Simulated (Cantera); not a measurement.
# Equilibrium for silicon epitaxy and polysilicon growth: SiCl₄ + N₂

Input: 1 mol SiCl₄, 150 mol N₂, at 5.10 mbar.

Method: chemical equilibrium by Gibbs-energy minimisation in Cantera with the NASA 1993 tables (ideal gas, pure condensed phases). Candidate condensed phases: Si, Si₃N₄; 13 gas species. The tables' values for SiCl₃ are old estimates; treat these amounts as uncertain. Kinetics and transport are ignored.

| T (K) | x N₂ | x SiCl₄ | x Cl | x SiCl₃ | x SiCl₂ | x Cl₂ |
|---|---|---|---|---|---|---|
| 1273 | 0.993 | 0.00653 | 9.86e-5 | 8.51e-5 | 7.28e-6 | 5.27e-7 |
| 1298 | 0.993 | 0.00649 | 0.000143 | 0.000119 | 1.30e-5 | 7.07e-7 |
| 1323 | 0.993 | 0.00644 | 0.000206 | 0.000163 | 2.26e-5 | 9.42e-7 |
| 1348 | 0.993 | 0.00636 | 0.000293 | 0.000220 | 3.81e-5 | 1.25e-6 |
| 1373 | 0.993 | 0.00627 | 0.000413 | 0.000291 | 6.25e-5 | 1.64e-6 |
| 1398 | 0.993 | 0.00614 | 0.000574 | 0.000379 | 9.99e-5 | 2.15e-6 |
| 1423 | 0.993 | 0.00598 | 0.000791 | 0.000485 | 0.000156 | 2.78e-6 |
| 1448 | 0.992 | 0.00577 | 0.00108 | 0.000610 | 0.000237 | 3.57e-6 |
| 1473 | 0.992 | 0.00551 | 0.00145 | 0.000753 | 0.000352 | 4.53e-6 |
| 1498 | 0.991 | 0.00519 | 0.00192 | 0.000911 | 0.000511 | 5.66e-6 |
| 1523 | 0.991 | 0.00480 | 0.00252 | 0.00108 | 0.000725 | 6.97e-6 |
| 1548 | 0.990 | 0.00435 | 0.00324 | 0.00125 | 0.00101 | 8.40e-6 |
x: gas mole fraction; nothing condenses.

From 1273 K to 1548 K nothing is condensed. The main Si-bearing gas is SiCl₄ throughout.
